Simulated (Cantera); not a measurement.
Charge: 1 mol PbO, 0.059 mol H₂, held at 133 Pa.

Method: chemical equilibrium by Gibbs-energy minimisation in Cantera with the NASA 1993 tables (ideal gas, pure condensed phases). Candidate condensed phases: H₂O, Pb, PbO, PbO₂, Pb₃O₄; 12 gas species. Mutual solubility and eutectic melting of coexisting phases are not modelled. Gases not in the tables: (PbO)n polymers. Kinetics and transport are ignored.

Q: Which condensed phases are stable at each of these points (T (K)): 500, 650, 800, 950, 1100, 1250, 1400, 1550?

A: 
```
T (K)     condensed phases  Pb condensed (%)
-----  -------------------  ----------------
500       Pb(s) + PbO(red)             100.0
650       Pb(l) + PbO(red)             100.0
800    Pb(l) + PbO(yellow)             100.0
950    Pb(l) + PbO(yellow)             100.0
1100   Pb(l) + PbO(yellow)              99.4
1250                PbO(l)              92.2
1400              gas only               0.0
1550              gas only               0.0
```

At 500 K the condensed part is Pb(s) + PbO(red). At 650 K the condensed part is Pb(l) + PbO(red). From 800 K to 1100 K the condensed part is Pb(l) + PbO(yellow). At 1250 K the condensed part is PbO(l). From 1400 K to 1550 K nothing is condensed.
